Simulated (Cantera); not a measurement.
Input: 1 mol B, 6.9 mol O2, 92 mol H2, equilibrated at 1148 K and 0.00200 bar.

Cantera equilibrium calculation (NASA polynomials, part measured and part estimated; ideal gas, pure solids and liquids). Candidate condensed phases: B, B2O3, B3O3H3, H2O; 23 gas species. Gases not in the tables: H3BO3. Equilibrium is a limit: real reactors are often held back by kinetics, nucleation or transport.

Base state: H2 0.865, H2O 0.132, HBO2 0.00311, (HBO2)3 3.06e-5 (mole fractions); condensed: B2O3(l).

Task: What changes in the equilibrium state with this change: temperature from 1148 K to 1050 K?

Result: 
```
species        before     after
------------  -------  --------
H2              0.865     0.866
H2O             0.132     0.133
HBO2          0.00311  0.000579
(HBO2)3       3.06e-5   4.76e-5
B2O3(l), mol    0.353     0.467
```
